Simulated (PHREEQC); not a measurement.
Consider water at 20 °C with 13 mmol/kgw NaBF4, 0.2 mmol/kgw NaF and 0.62 mmol/kgw H4SiO4. Closed to the air; pH follows from the charge balance.

Computed with PHREEQC (ion-association model, phreeqc.dat).

Precipitation was switched off in this run.

Q: Order these B species by the share of B that they hold, largest first: BF3OH-, BF4-, H3BO3, BF2(OH)2-.

A: BF4- (76 %), H3BO3 (14 %), BF3OH- (7.9 %), BF2(OH)2- (2.8 %)

The pH is 2.90 and the ionic strength 0.0152 mol/kgw. Species that the database lacks are ignored. SiF6-2 is the database's only silicon fluoride. Real BF4- forms and hydrolyses slowly; the run takes it at equilibrium.
